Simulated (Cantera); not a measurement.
Input (Python, Cantera):

```python
import numpy as np
import cantera as ct

gas = ct.Solution("gri30.yaml")
gas.TP = 300, 101325
flame = ct.CounterflowDiffusionFlame(gas, width=0.02)
flame.fuel_inlet.X, flame.fuel_inlet.T = {'CH4': 1, 'H2': 0.48}, 350
flame.oxidizer_inlet.X, flame.oxidizer_inlet.T = {'O2': 0.23, 'N2': 0.77}, 775
flame.set_refine_criteria(ratio=3, slope=0.12, curve=0.24, prune=0.03)
show = ['OH', 'H', 'NO', 'CO', 'C2H2']

rows = []
print(f"{'mdot':>8s}{'a_max':>10s}{'a_mean':>10s}{'Tmax/K':>9s}" + "".join(f"{s:>11s}" for s in show) + "   (peak mole fractions)")
for i, mdot in enumerate([0.61, 0.76, 0.94, 1.2, 1.5, 1.8, 2.2, 2.8, 3.5, 4.3]):  # kg/m2/s on the oxidiser side
    flame.oxidizer_inlet.mdot, flame.fuel_inlet.mdot = mdot, 0.78 * mdot
    flame.solve(loglevel=0, auto=(i == 0))
    if flame.T.max() < max(350, 775) + 100:
        print(f"{mdot:8.3g}  no burning solution found from the previous one")
        break
    dT = np.abs(np.gradient(flame.T, flame.grid))
    rows.append([flame.strain_rate("max"), flame.strain_rate("mean"), flame.T.max(),
                 *(flame.X[gas.species_index(s)].max() for s in show), max(dT[0], dT[-1]) / dT.max()])
    print(f"{mdot:8.3g}{rows[-1][0]:10.1f}{rows[-1][1]:10.1f}{rows[-1][2]:9.1f}" + "".join(f"{x:11.3e}" for x in rows[-1][3:-1]))
```

It prints:

```
    mdot     a_max    a_mean   Tmax/K         OH          H         NO         CO       C2H2   (peak mole fractions)
    0.61     524.6     126.5   2319.4  1.586e-02  9.377e-03  3.965e-04  6.241e-02  1.483e-02
    0.76     641.2     157.6   2304.0  1.576e-02  9.712e-03  3.640e-04  6.142e-02  1.452e-02
    0.94     780.5     194.9   2291.1  1.568e-02  1.004e-02  3.366e-04  6.052e-02  1.424e-02
     1.2     980.6     248.8   2278.2  1.562e-02  1.046e-02  3.082e-04  5.969e-02  1.397e-02
     1.5    1210.7     311.0   2268.6  1.561e-02  1.088e-02  2.847e-04  5.920e-02  1.379e-02
     1.8    1436.5     373.3   2257.8  1.548e-02  1.117e-02  2.637e-04  5.866e-02  1.355e-02
     2.2    1737.1     456.2   2245.4  1.530e-02  1.149e-02  2.406e-04  5.811e-02  1.332e-02
     2.8    2181.9     580.6   2229.7  1.503e-02  1.184e-02  2.129e-04  5.755e-02  1.295e-02
     3.5    2696.2     725.8   2214.0  1.472e-02  1.213e-02  1.874e-04  5.711e-02  1.252e-02
     4.3    3281.7     891.7   2198.6  1.439e-02  1.236e-02  1.644e-04  5.674e-02  1.203e-02
```

Computed with Cantera and GRI-Mech 3.0 (53 species, 325 reactions). GRI-Mech 3.0 has no aromatics or soot, which form on the fuel side of real flames. The maximum strain rate includes the flame's own expansion and is several times the mean.
